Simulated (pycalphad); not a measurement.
# Phase fractions of Ti-7.03Al-1.32C (at.%)

CALPHAD calculation (pycalphad, COST 507 light-alloy database (1999)), 1 atm. These are 1990s assessments: newer ones move some temperatures and phases. Not assessed as a whole: an extrapolation from subsystems, which can miss ternary compounds. Amounts are mole fractions of atoms. Diffusion is slow at the low end, where real alloys seldom reach equilibrium.

```csv
T (K),LIQUID,BCC_A2,FCC_A1,HCP_A3
1850,-,1.000,-,-
1750,-,0.993,0.007,-
1650,-,___,___,-
1550,-,0.979,0.021,-
1450,-,0.973,0.027,-
1350,-,0.969,0.031,-
1250,-,0.868,0.034,0.098
1150,-,-,0.036,0.964
1050,-,-,0.037,0.963
950,-,-,0.037,0.963
850,-,-,0.037,0.963
750,-,-,0.036,0.964
650,-,-,0.036,0.964
550,-,-,0.036,0.964
```

Problem. Fill in the missing entries.

Solution. 
- 1650, BCC_A2: 0.985
- 1650, FCC_A1: 0.015

FCC_A1 is fcc; BCC_A2 is bcc; HCP_A3 is hcp. The fcc model also describes the rock-salt carbide or nitride (TiC, TiN, HfC).
